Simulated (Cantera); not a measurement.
# Equilibrium for silicon epitaxy and polysilicon growth: SiHCl₃ + N₂

Input: 1 mol SiHCl₃, 34 mol N₂, at 39.8 Torr.

These are equilibrium values from Cantera (NASA tables, ideal gas, pure condensed phases), not measurements of a reactor. Candidate condensed phases: NH₄Cl, Si, Si₃N₄; 28 gas species. N₂ is the only nitrogen source here; it is nearly inert below about 1500 K, so the nitride shown seldom forms there in practice. The tables' values for SiCl₃ are old estimates; treat these amounts as uncertain. Equilibrium is a limit: real reactors are often held back by kinetics, nucleation or transport.

From 900 K to 1575 K the condensed part is Si₃N₄(s). From 1650 K to 1725 K nothing is condensed. The main Si-bearing gas is SiCl₄ at 900 K and SiCl₂ at 1725 K.

| T (K) | log p N₂ | log p HCl | log p SiCl₂ | log p SiCl₄ | log p SiCl₃ | log p H₂ | log p Cl | n Si₃N₄(s) |
|---|---|---|---|---|---|---|---|---|
| 900 | -1.29 | -2.89 | -9.45 | -3.09 | -7.11 | -3.96 | -10.85 | 0.155 |
| 975 | -1.29 | -2.88 | -8.19 | -3.10 | -6.37 | -4.02 | -9.84 | 0.156 |
| 1050 | -1.29 | -2.87 | -7.12 | -3.10 | -5.74 | -4.07 | -8.97 | 0.157 |
| 1125 | -1.29 | -2.87 | -6.19 | -3.10 | -5.19 | -4.11 | -8.22 | 0.158 |
| 1200 | -1.29 | -2.87 | -5.38 | -3.11 | -4.72 | -4.15 | -7.56 | 0.157 |
| 1275 | -1.29 | -2.86 | -4.67 | -3.13 | -4.31 | -4.17 | -6.98 | 0.154 |
| 1350 | -1.29 | -2.86 | -4.06 | -3.18 | -3.97 | -4.18 | -6.47 | 0.144 |
| 1425 | -1.30 | -2.87 | -3.56 | -3.30 | -3.73 | -4.16 | -6.04 | 0.118 |
| 1500 | -1.30 | -2.88 | -3.18 | -3.56 | -3.62 | -4.09 | -5.68 | 0.0704 |
| 1575 | -1.30 | -2.91 | -2.96 | -4.02 | -3.70 | -3.93 | -5.42 | 0.0180 |
| 1650 | -1.30 | -2.91 | -2.89 | -4.41 | -3.82 | -3.93 | -5.09 | 0 |
| 1725 | -1.30 | -2.89 | -2.88 | -4.65 | -3.90 | -4.03 | -4.72 | 0 |
log p: log10 of the partial pressure in bar; n: condensed amount in mol.
